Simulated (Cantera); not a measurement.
What does this Cantera script print?

```python
import numpy as np
import cantera as ct

gas_names = """
    N NO NO2 NO3 N2 N2O O O2 O3 Si SiN SiO SiO2 Si2 Si2N Si3
""".split()
cond_names = """
    Si(cr) Si(L) SiO2(Lqz) SiO2(hqz) SiO2(L) Si2N2O(s) Si3N4(a)
""".split()


# ... load() reads the species with a 1 bar reference pressure and builds the phases ...
atoms = {
    'Si3N4': {'Si': 3, 'N': 4},
    'N2O': {'N': 2, 'O': 1},
    'N2': {'N': 2},
}
top_T = {'Si2N2O(s)': 2100, 'Si3N4(a)': 2400}  # K; cautious upper limits of use, not melting points


# ... equilibrate(T, P, feed) seeds the gas with the atoms and calls Mixture.equilibrate('TP', solver="vcs", rtol=1e-11, max_steps=5000) ...
results = []
feed = {'Si3N4': 1, 'N2O': 2.5, 'N2': 1.2}  # mol
P = 0.27  # Pa
for T in [1450, 1500, 1550, 1600, 1650, 1700, 1750, 1800, 1850, 1900, 1950, 2000]:
    mix = equilibrate(T, P, feed)
    results.append((T, P, feed, dict(zip(mix.species_names, mix.species_moles))))
    x = sorted(zip(gas.X, gas.species_names), reverse=True)
    print(f"T = {T:g} K  P = {P:g} Pa  gas = {mix.phase_moles(0):.4g} mol")
    print("   x: " + "  ".join(f"{s} {v:.3e}" for v, s in x if v > 0.001))
    print("   condensed (mol): " + ("  ".join(f"{mix.phase(i).name} {mix.phase_moles(i):.4g}"
          for i in range(1, mix.n_phases) if mix.phase_moles(i) > 1e-12) or "none"))
```

It prints:

```
T = 1450 K  P = 0.27 Pa  gas = 8.209 mol
   x: N2 6.943e-01  SiO 3.045e-01  Si 1.140e-03
   condensed (mol): Si(cr) 0.4905
T = 1500 K  P = 0.27 Pa  gas = 8.232 mol
   x: N2 6.924e-01  SiO 3.037e-01  Si 3.898e-03
   condensed (mol): Si(cr) 0.4676
T = 1550 K  P = 0.27 Pa  gas = 8.303 mol
   x: N2 6.865e-01  SiO 3.011e-01  Si 1.230e-02
   condensed (mol): Si(cr) 0.3968
T = 1600 K  P = 0.27 Pa  gas = 8.509 mol
   x: N2 6.698e-01  SiO 2.938e-01  Si 3.611e-02
   condensed (mol): Si(cr) 0.1891
T = 1650 K  P = 0.27 Pa  gas = 8.698 mol
   x: N2 6.553e-01  SiO 2.874e-01  Si 5.705e-02
   condensed (mol): none
T = 1700 K  P = 0.27 Pa  gas = 8.699 mol
   x: N2 6.552e-01  SiO 2.874e-01  Si 5.727e-02
   condensed (mol): none
T = 1750 K  P = 0.27 Pa  gas = 8.699 mol
   x: N2 6.552e-01  SiO 2.874e-01  Si 5.736e-02
   condensed (mol): none
T = 1800 K  P = 0.27 Pa  gas = 8.7 mol
   x: N2 6.552e-01  SiO 2.874e-01  Si 5.740e-02
   condensed (mol): none
T = 1850 K  P = 0.27 Pa  gas = 8.7 mol
   x: N2 6.552e-01  SiO 2.874e-01  Si 5.742e-02
   condensed (mol): none
T = 1900 K  P = 0.27 Pa  gas = 8.7 mol
   x: N2 6.552e-01  SiO 2.874e-01  Si 5.743e-02
   condensed (mol): none
T = 1950 K  P = 0.27 Pa  gas = 8.7 mol
   x: N2 6.552e-01  SiO 2.874e-01  Si 5.744e-02
   condensed (mol): none
T = 2000 K  P = 0.27 Pa  gas = 8.7 mol
   x: N2 6.552e-01  SiO 2.874e-01  Si 5.745e-02
   condensed (mol): none
```

Method: chemical equilibrium by Gibbs-energy minimisation in Cantera with the NASA 1993 tables (ideal gas, pure condensed phases). The tables' values for SiN are old estimates; treat these amounts as uncertain.
